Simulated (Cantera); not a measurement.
Charge: 1 mol PbO, 4 mol H2, equilibrated at 1325 K and 86000 Pa.

Cantera equilibrium calculation (NASA polynomials, part measured and part estimated; ideal gas, pure solids and liquids). Candidate condensed phases: H2O, Pb, PbO, PbO2, Pb3O4; 12 gas species. The numbers say what is thermodynamically allowed, not how fast it happens.

Q: What is the equilibrium state?

A: 
| Item | Result |
|---|---|
| x(H2) | 0.747 |
| x(H2O) | 0.249 |
| x(Pb) | 0.00419 |
| x(H) | 1.52e-6 |
| n(Pb(l)) | 0.983 mol |
| gas amount | 4.017 mol |
